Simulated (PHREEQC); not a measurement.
HNO3 is added in steps, without added water, to 1 kg of water holding 8.3 mmol/kgw Al2(SO4)3, at 25 °C. O2 is buffered at 0.21 atm. CO2 from the air is kept out. Only these solids could form: Al(OH)3(a).

Base run: PHREEQC, ion-association model, phreeqc.dat. Each further column changes one thing. The table gives HSO4- (mol/kgw).

```tsv
HNO3 added (mol)	base	all activity coefficients set to 1	Davies equation for every ion	metal-ligand complexes left out	Debye-Hückel limiting law
0	5.03e-5	4.34e-5	5.04e-5	0.000195	5.17e-5
0.0025	0.000756	0.000895	0.000762	___	0.000713
0.0045	0.00131	0.00153	0.00133	___	0.00125
0.007	0.00196	0.00224	0.00199	0.00307	0.00188
0.009	0.00244	0.00275	0.00249	0.00386	0.00236
0.0115	0.00301	0.00333	0.00308	0.00480	0.00294
0.0135	0.00343	___	0.00353	0.00551	0.00337
0.016	0.00393	0.00421	0.00406	___	___
```

### Question
Some entries are withheld; supply them.

### Answer

- 0.0025, metal-ligand complexes left out: 0.00118
- 0.0045, metal-ligand complexes left out: 0.00204
- 0.0135, all activity coefficients set to 1: 0.00374
- 0.016, metal-ligand complexes left out: 0.00635
- 0.016, Debye-Hückel limiting law: 0.00389
